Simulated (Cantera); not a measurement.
# Equilibrium for aluminium nitride and oxide growth: AlCl3 + N2 + H2

Input: 1 mol AlCl3, a varied amount of N2, 17 mol H2, equilibrated at 623.15 K and 0.0100 bar.

Equilibrium computed with Cantera from the NASA thermochemical tables; the gas is ideal and each condensed phase is pure. Candidate condensed phases: Al, AlCl3, AlN, NH4Cl; 20 gas species. Equilibrium is a limit: real reactors are often held back by kinetics, nucleation or transport.

```
n(N2) (mol)   x H2    x N2   x HCl  x AlCl3  x Al2Cl6    x NH3  n AlN(s)
-----------  -----  ------  ------  -------  --------  -------  --------
1.9          0.808  0.0798  0.0948   0.0159   0.00141  5.81e-5     0.628
2.4          0.787   0.102  0.0952   0.0149   0.00123  6.31e-5     0.647
3.1          0.759   0.131  0.0950   0.0137   0.00105  6.79e-5     0.667
4.1          0.723   0.170  0.0936   0.0124  0.000857  7.18e-5     0.689
5.2          0.687   0.209  0.0914   0.0112  0.000706  7.38e-5     0.707
6.8          0.642   0.260  0.0879  0.00994  0.000552  7.42e-5     0.726
8.7          0.595   0.312  0.0836  0.00874  0.000427  7.27e-5     0.744
11           0.547   0.366  0.0787  0.00762  0.000324  6.94e-5     0.760
15           0.480   0.443  0.0710  0.00621  0.000215  6.26e-5     0.781
19           0.427   0.503  0.0646  0.00521  0.000152  5.61e-5     0.796
24           0.376   0.562  0.0579  0.00431  0.000104  4.89e-5     0.810
```
x: gas mole fraction; n: condensed amount in mol.

From 1.9 mol N2 to 24 mol N2 the condensed part is AlN(s). The main Al-bearing gas is AlCl3 throughout. The share of Al in condensed phases is highest at 24 mol N2 (81.0 %) and lowest at 1.9 mol N2 (62.8 %).
